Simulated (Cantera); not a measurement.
A Cantera script and what it prints.

```python
import numpy as np
import cantera as ct

gas_names = """
    CrO3 NO2
""".split()
cond_names = """
    Cr2N(s) Cr(cr) Cr(L)
""".split()


# ... load() reads the species with a 1 bar reference pressure and builds the phases ...
species = {s.name: s for s in load("nasa_gas.yaml", gas_names) + load("nasa_condensed.yaml", cond_names)}
# Each term lists the table entries of one substance; the one whose range holds T is used.
reactions = {
    '2 CrO3(g) + 3 Cr2N = 8 Cr + 3 NO2(g)':
        [(-2, ['CrO3']), (-3, ['Cr2N(s)']), (8, ['Cr(cr)', 'Cr(L)']), (3, ['NO2'])],
}


def pick(names, T):
    return next(species[n] for n in names if species[n].thermo.min_temp <= T <= species[n].thermo.max_temp)


results = []
for label, terms in reactions.items():
    print(label)
    print("     T/K   dH/kJ  dS/(J/K)   dG/kJ   log10 K")
    for T in [300, 498, 648, 798, 948, 1098, 1248, 1398]:
        used = [(nu, pick(names, T)) for nu, names in terms]
        dH = sum(nu * s.thermo.h(T) for nu, s in used) / 1e6
        dS = sum(nu * s.thermo.s(T) for nu, s in used) / 1e3
        dG = dH - T * dS / 1e3
        logK = -dG * 1e6 / (ct.gas_constant * T * np.log(10))
        results.append((label, T, dH, dS, dG, logK, [s.name for _, s in used]))
        print(f"{T:8g} {dH:8.1f} {dS:8.1f} {dG:8.1f} {logK:8.2f}")
```

Result:

```
2 CrO3(g) + 3 Cr2N = 8 Cr + 3 NO2(g)
     T/K   dH/kJ  dS/(J/K)   dG/kJ   log10 K
     300   1064.9    182.2   1010.2  -175.90
     498   1060.7    171.7    975.2  -102.28
     648   1057.1    165.3    949.9   -76.57
     798   1053.8    160.8    925.5   -60.58
     948   1050.9    157.4    901.6   -49.68
    1098   1048.8    155.3    878.2   -41.78
    1248   1048.1    154.7    855.0   -35.78
    1398   1049.1    155.5    831.7   -31.08
```

Cantera with NASA thermochemical tables; ideal gases at 1 bar, condensed phases pure. Condensed species are held in their standard states even where they would react or evaporate.
